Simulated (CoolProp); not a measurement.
Vapour-liquid equilibrium of CHF3 (R23) (1) + R152A (2) at 237.7 K; x and y are mole fractions of (1).

Values from CoolProp's multi-fluid Helmholtz-energy mixture model, Penoncello 2003 and Outcalt 1996; pair parameters Bell 2016.

```csv
x,"bubble pressure, mixture model (bar)","bubble pressure, Raoult's law (bar)","y, mixture model","y, Raoult's law"
0.05,[?],0.9810,[?],0.425
0.2,1.900,2.142,[?],0.778
0.35,2.982,3.303,0.858,0.883
0.5,4.132,4.465,0.918,0.933
0.65,[?],5.626,0.953,0.963
0.8,6.579,6.787,0.977,0.982
0.95,[?],7.948,0.995,0.996
```

Q: What belongs in the gaps?

A: 
- 0.05, bubble pressure, mixture model (bar): 0.9038
- 0.05, y, mixture model: 0.366
- 0.2, y, mixture model: 0.736
- 0.65, bubble pressure, mixture model (bar): 5.334
- 0.95, bubble pressure, mixture model (bar): 7.881

The largest gap from Raoult's law is -11.3 % in bubble pressure, at x = 0.2. No azeotrope shows between x = 0.05 and 0.95.

Pair parameters are fitted to limited data, so mixtures are less certain than the pure fluids.
